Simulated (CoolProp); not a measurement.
Vapour-liquid equilibrium of n-heptane (1) + m-xylene (2) at 194.55 °C; x and y are mole fractions of (1).

Values from CoolProp's multi-fluid Helmholtz-energy mixture model, Span 2003 and Zhou 2012; pair parameters Bell 2016.

| x | bubble pressure, mixture model (MPa) | bubble pressure, Raoult's law (MPa) | y, mixture model | y, Raoult's law |
|---|---|---|---|---|
| 0.05 | 0.4006 | 0.3935 | 0.119 | 0.113 |
| 0.125 | 0.4474 | 0.4329 | 0.259 | 0.258 |
| 0.2 | [?] | 0.4722 | 0.370 | 0.378 |
| 0.275 | 0.5326 | 0.5116 | 0.461 | 0.479 |
| 0.35 | 0.5721 | 0.5509 | 0.539 | 0.567 |
| 0.425 | 0.6103 | 0.5902 | 0.608 | 0.642 |
| 0.5 | 0.6475 | 0.6296 | 0.669 | 0.708 |
| 0.575 | 0.6842 | 0.6689 | 0.726 | 0.767 |
| 0.65 | 0.7204 | 0.7082 | 0.779 | 0.818 |
| 0.725 | 0.7566 | 0.7476 | 0.829 | 0.865 |
| 0.8 | 0.7930 | 0.7869 | 0.878 | 0.907 |
| 0.875 | [?] | 0.8262 | [?] | 0.944 |
| 0.95 | 0.8667 | 0.8656 | [?] | 0.979 |

Question: Complete the blanks.

Answer: 
- 0.2, bubble pressure, mixture model (MPa): 0.4912
- 0.875, bubble pressure, mixture model (MPa): 0.8296
- 0.875, y, mixture model: 0.924
- 0.95, y, mixture model: 0.970

The largest gap from Raoult's law is +4.1 % in bubble pressure, at x = 0.275. No azeotrope shows between x = 0.05 and 0.95.

Pair parameters are fitted to limited data, so mixtures are less certain than the pure fluids.
